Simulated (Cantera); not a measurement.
An adiabatic, constant-pressure homogeneous reactor starts with H2 : O2 : N2 : H2O = 1 : 0.25 : 0.94 : 0.17 (molar parts), equivalence ratio 2.0, at 1675 K and 0.987 atm. Integrator tolerance rtol = 1e-08.

Model: the H2/O2 subset of GRI-Mech 3.0, which has no nitrogen chemistry, integrated in Cantera.

**Question.** What does this change do: initial temperature 1675 to 1100 K?

**Answer.** 
```
quantity                                                              before                                      after
---------------------------------  -----------------------------------------  -----------------------------------------
time of steepest temperature rise                                    9.16 µs                                   0.137 ms
temperature at 0.100 s                                                2783 K                                     2496 K
equilibrium temperature                                               2783 K                                     2496 K
x(H2) at 0.100 s                         0.222 (gas-phase equilibrium 0.222)        0.231 (gas-phase equilibrium 0.231)
x(O2) at 0.100 s                   0.000734 (gas-phase equilibrium 0.000734)    6.27e-5 (gas-phase equilibrium 6.27e-5)
x(H2O) at 0.100 s                        0.293 (gas-phase equilibrium 0.293)        0.311 (gas-phase equilibrium 0.311)
x(O) at 0.100 s                      0.00138 (gas-phase equilibrium 0.00138)  0.000113 (gas-phase equilibrium 0.000113)
x(HO2) at 0.100 s                    6.81e-7 (gas-phase equilibrium 6.81e-7)    5.67e-8 (gas-phase equilibrium 5.67e-8)
x(H) at 0.100 s                        0.0366 (gas-phase equilibrium 0.0366)      0.0120 (gas-phase equilibrium 0.0120)
```

**Question.** What does this change do: pressure from 0.987 atm to 3.26 atm?

**Answer.** 
```csv
quantity,before,after
time of steepest temperature rise,9.16 µs,2.84 µs
temperature at 0.100 s,2783 K,2866 K
equilibrium temperature,2783 K,2866 K
x(H2) at 0.100 s,0.222 (gas-phase equilibrium 0.222),0.226 (gas-phase equilibrium 0.226)
x(O2) at 0.100 s,0.000734 (gas-phase equilibrium 0.000734),0.000421 (gas-phase equilibrium 0.000421)
x(H2O) at 0.100 s,0.293 (gas-phase equilibrium 0.293),0.299 (gas-phase equilibrium 0.299)
x(O) at 0.100 s,0.00138 (gas-phase equilibrium 0.00138),0.000796 (gas-phase equilibrium 0.000796)
x(HO2) at 0.100 s,6.81e-7 (gas-phase equilibrium 6.81e-7),7.25e-7 (gas-phase equilibrium 7.25e-7)
x(H) at 0.100 s,0.0366 (gas-phase equilibrium 0.0366),0.0271 (gas-phase equilibrium 0.0271)
```
The hydrogen kinetics of GRI-Mech 3.0 are dated; newer H2 mechanisms differ, most at raised pressure.
